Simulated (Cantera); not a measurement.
**BF3 + N2 + H2 (boron, boron nitride and boron oxide)**

Charge: 1 mol BF3, 22 mol N2, 11 mol H2, equilibrated at 500 °C and 13.3 mbar.

These are equilibrium values from Cantera (NASA tables, ideal gas, pure condensed phases), not measurements of a reactor. Candidate condensed phases: B, BN; 31 gas species. N2 is the only nitrogen source here; it is nearly inert below about 1500 K, so the nitride shown seldom forms there in practice. Kinetics and transport are ignored.

| Property | Value |
|---|---|
| x(N2) | 0.647 |
| x(H2) | 0.322 |
| x(BF3) | 0.0283 |
| x(HF) | 0.00321 |
| x(NH3) | 7.74e-6 |
| n(BN(s)) | 0.0364 mol |
| gas amount | 34.00 mol |
| log10 activity of B(s) (absent) | -11.32 |
